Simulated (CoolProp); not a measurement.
Properties of chlorine along the isotherm 90.45 °C (Tc = 143.7 °C, pc = 76.42 bar, ω = 0.070).

Values from CoolProp's reference Helmholtz-energy equation of state, Thol 2021.

```tsv
p (bar)	phase	Joule-Thomson coefficient (K/MPa)	expansivity (1/kK)
12.5	gas	18.50	3.704
25	gas	19.14	5.650
37.5	liquid	[?]	4.245
50	liquid	0.3171	3.945
62.5	liquid	[?]	3.705
75	liquid	0.2064	3.506
87.5	liquid	0.1622	[?]
100	liquid	0.1234	3.193
112	liquid	0.09020	3.071
125	liquid	0.05797	[?]
138	liquid	[?]	2.852
150	liquid	0.004592	2.766
162	liquid	-0.01778	2.688
175	liquid	-0.04008	[?]
188	liquid	[?]	2.541
200	liquid	-0.07819	2.481
```

Question: What belongs in the gaps?

Answer: 
- 37.5, Joule-Thomson coefficient (K/MPa): 0.3887
- 62.5, Joule-Thomson coefficient (K/MPa): 0.2573
- 87.5, expansivity (1/kK): 3.338
- 125, expansivity (1/kK): 2.955
- 138, Joule-Thomson coefficient (K/MPa): 0.02896
- 175, expansivity (1/kK): 2.611
- 188, Joule-Thomson coefficient (K/MPa): -0.06061
